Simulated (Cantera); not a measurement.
**NO annealing gas**

An isothermal, constant-pressure homogeneous reactor starts with 53.5 % NO, 46.5 % N2, at 1750 K and 0.0320 bar.

Detailed kinetics in Cantera: GRI-Mech 3.0 (53 species, 325 reactions). Radical loss at walls, strong at low pressure, is not modelled.

| t (s) | x NO | x N2 | x N2O | x O2 | x NO2 |
|---|---|---|---|---|---|
| 0.000500 | 0.535 | 0.465 | 6.66e-7 | 1.08e-9 | 1.20e-8 |
| 0.00125 | 0.535 | 0.465 | 1.66e-6 | 6.72e-9 | 7.32e-8 |
| 0.00313 | 0.535 | 0.465 | 4.10e-6 | 4.17e-8 | 4.27e-7 |
| 0.00783 | 0.535 | 0.465 | 9.98e-6 | 2.74e-7 | 2.25e-6 |
| 0.0196 | 0.535 | 0.465 | 2.33e-5 | 2.22e-6 | 9.38e-6 |
| 0.0490 | 0.535 | 0.465 | 4.91e-5 | 1.96e-5 | 2.38e-5 |
| 0.122 | 0.534 | 0.465 | 8.34e-5 | 0.000108 | 3.17e-5 |
| 0.306 | 0.534 | 0.466 | 0.000103 | 0.000383 | 3.42e-5 |
| 0.766 | 0.532 | 0.466 | 0.000104 | 0.00110 | 3.67e-5 |
| 1.92 | 0.529 | 0.468 | 0.000102 | 0.00291 | 4.23e-5 |
| 4.79 | 0.520 | 0.473 | 9.68e-5 | 0.00742 | 5.37e-5 |
| 12.0 | 0.497 | 0.484 | 8.63e-5 | 0.0186 | 7.39e-5 |
| 30.0 | 0.444 | 0.511 | 6.58e-5 | 0.0452 | 0.000100 |
x: mole fraction; the columns are a selection and need not sum to one.

Equilibrium at this temperature and pressure: NO 0.00379, N2 0.731, N2O 3.78e-8, O2 0.265, NO2 2.13e-6 (gas phase only).
